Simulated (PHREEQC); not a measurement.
Make-up at 25 °C: 0.15 mol HF and 0.0062 mol CsF per kg of water. Closed to the air; pH follows from the charge balance.

All values are PHREEQC results (ion-association model, wateq4f.dat), not measurements.

```
quantity                   before    after
------------------------  -------  -------
pH                           2.16     2.21
ionic strength (mol/kgw)   0.0138   0.0130
HF (mol/kgw)               0.0932    0.113
H2F2 (mol/kgw)             0.0227   0.0130
F- (mol/kgw)               0.0102  0.00872
HF2- (mol/kgw)            0.00366  0.00428
```

Name the change that produced these shifts.
A. HF from 0.15 to 0.03 mol/kgw
B. CsF left out
C. 0.0084 mol/kgw NaOH added
D. temperature from 25 to 50 °C
E. diluted 5-fold with water

D, temperature from 25 to 50 °C

No solid was allowed to form. wateq4f.dat counts part of the HF as a dimer, H2F2, which phreeqc.dat doesn't know; its constant is uncertain. Constants without temperature data keep their 25 °C values here.
